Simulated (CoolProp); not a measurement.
Vapour-liquid equilibrium of n-decane (1) + n-dodecane (2) at 405 kPa; x and y are mole fractions of (1).

Model: multi-fluid Helmholtz-energy mixture model, Lemmon 2006 and Lemmon 2004; pair parameters Bell 2016, in CoolProp.

**Question.** Give the bubble temperature and the first vapour's composition at x = 0.15, 0.55, 0.95. Is there an azeotrope?

**Answer.** x = 0.15: 275.9 °C, y = 0.245; x = 0.55: 255.7 °C, y = 0.710; x = 0.95: 239.7 °C, y = 0.975. No azeotrope shows between x = 0.05 and 0.95.

The pair parameters rest on a limited set of measurements; away from them the model extrapolates.
